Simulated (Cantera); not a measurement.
Feed: 1 mol Cr₂O₃, 1.3 mol H₂, at 1330 Pa.

Method: chemical equilibrium by Gibbs-energy minimisation in Cantera with the NASA 1993 tables (ideal gas, pure condensed phases). Candidate condensed phases: Cr, Cr₂O₃, H₂O; 13 gas species. Rates play no part. All values below are at 1773 K.

Base state: H₂ 0.987, H₂O 0.00618, Cr 0.00412, H 0.00245, CrO 1.30e-5 (mole fractions); condensed: Cr₂O₃(s).

**Question.** What changes in the equilibrium state with this change: Cr₂O₃ replaced by Cu₂O?

**Answer.** 
```tsv
species	before	after
H₂O	0.00618	0.746
H₂	0.987	0.223
Cu	0	0.0296
Cr	0.00412	0
Cu₂	0	5.04e-5
CrO	1.30e-5	0
Cr₂O₃(s), mol	0.997	0
Cu(l), mol	0	1.96
```
Further candidate phases: Cu, CuO, Cu(OH)₂, Cu₂O.
